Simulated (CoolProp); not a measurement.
Vapour-liquid equilibrium of R113 (1) + n-hexane (2) at 261.1 K; x and y are mole fractions of (1).

The numbers come from the multi-fluid Helmholtz-energy mixture model, Marx 1992 and Thol 2019; pair parameters Bell 2016 in CoolProp.

| x | bubble pressure, mixture model (MPa) | bubble pressure, Raoult's law (MPa) | y, mixture model | y, Raoult's law |
|---|---|---|---|---|
| 0.05 | ? | 0.003311 | 0.172 | 0.123 |
| 0.2 | 0.004650 | 0.004070 | 0.464 | 0.399 |
| 0.35 | 0.005532 | 0.004829 | 0.619 | 0.588 |
| 0.5 | ? | 0.005588 | 0.726 | 0.726 |
| 0.65 | ? | 0.006348 | 0.811 | 0.831 |
| 0.8 | 0.007429 | 0.007107 | 0.890 | 0.914 |
| 0.95 | 0.007951 | 0.007866 | 0.971 | 0.981 |

**Question.** Some entries are withheld; supply them.

**Answer.** 
- 0.05, bubble pressure, mixture model (MPa): 0.003515
- 0.5, bubble pressure, mixture model (MPa): 0.006251
- 0.65, bubble pressure, mixture model (MPa): 0.006869

The largest gap from Raoult's law is +14.6 % in bubble pressure, at x = 0.35. No azeotrope shows between x = 0.05 and 0.95.

The pair parameters rest on a limited set of measurements; away from them the model extrapolates.
